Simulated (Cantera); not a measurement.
Stirred combustor or abatement burner

A perfectly stirred reactor is fed with 0.445 % CH4, 0.418 % C2H6, 0.320 % C3H8, 7.61 % O2, 91.2 % N2, equivalence ratio 0.52, at 3750 Torr; it is adiabatic with a 700 K inlet, and is followed from long to short residence time, starting on the burning branch (τ in s: 0.15, 0.073, 0.034, 0.016, 0.0077, 0.0036, 0.0017, 0.00081, 0.00038, 0.00018, 8.6e-05, 4.1e-05).

Model: GRI-Mech 3.0 (53 species, 325 reactions), integrated in Cantera. GRI-Mech 3.0 was tuned for natural gas; its chemistry of propane as a main component is partial and can be far from experiment.

```json
[
 {"τ (s)": "0.15", "T (K)": "1137", "x CH4": "0.000147", "x C2H6": "3.17e-5", "x C3H8": "2.44e-5", "x CH2O": "3.46e-5", "x CO2": "0.0178"},
 {"τ (s)": "0.073", "T (K)": "700", "x CH4": "0.00445", "x C2H6": "0.00418", "x C3H8": "0.00320", "x CH2O": "<1e-12", "x CO2": "<1e-12"},
 {"τ (s)": "0.034", "T (K)": "700", "x CH4": "0.00445", "x C2H6": "0.00418", "x C3H8": "0.00320", "x CH2O": "<1e-12", "x CO2": "<1e-12"},
 {"τ (s)": "0.016", "T (K)": "700", "x CH4": "0.00445", "x C2H6": "0.00418", "x C3H8": "0.00320", "x CH2O": "<1e-12", "x CO2": "<1e-12"},
 {"τ (s)": "0.0077", "T (K)": "700", "x CH4": "0.00445", "x C2H6": "0.00418", "x C3H8": "0.00320", "x CH2O": "<1e-12", "x CO2": "<1e-12"},
 {"τ (s)": "0.0036", "T (K)": "700", "x CH4": "0.00445", "x C2H6": "0.00418", "x C3H8": "0.00320", "x CH2O": "<1e-12", "x CO2": "<1e-12"},
 {"τ (s)": "0.0017", "T (K)": "700", "x CH4": "0.00445", "x C2H6": "0.00418", "x C3H8": "0.00320", "x CH2O": "<1e-12", "x CO2": "<1e-12"},
 {"τ (s)": "0.00081", "T (K)": "700", "x CH4": "0.00445", "x C2H6": "0.00418", "x C3H8": "0.00320", "x CH2O": "<1e-12", "x CO2": "<1e-12"},
 {"τ (s)": "0.00038", "T (K)": "700", "x CH4": "0.00445", "x C2H6": "0.00418", "x C3H8": "0.00320", "x CH2O": "<1e-12", "x CO2": "<1e-12"},
 {"τ (s)": "0.00018", "T (K)": "700", "x CH4": "0.00445", "x C2H6": "0.00418", "x C3H8": "0.00320", "x CH2O": "<1e-12", "x CO2": "<1e-12"},
 {"τ (s)": "8.6e-5", "T (K)": "700", "x CH4": "0.00445", "x C2H6": "0.00418", "x C3H8": "0.00320", "x CH2O": "<1e-12", "x CO2": "<1e-12"},
 {"τ (s)": "4.1e-5", "T (K)": "700", "x CH4": "0.00445", "x C2H6": "0.00418", "x C3H8": "0.00320", "x CH2O": "<1e-12", "x CO2": "<1e-12"}
]
```
x: mole fraction; the columns are a selection and need not sum to one.
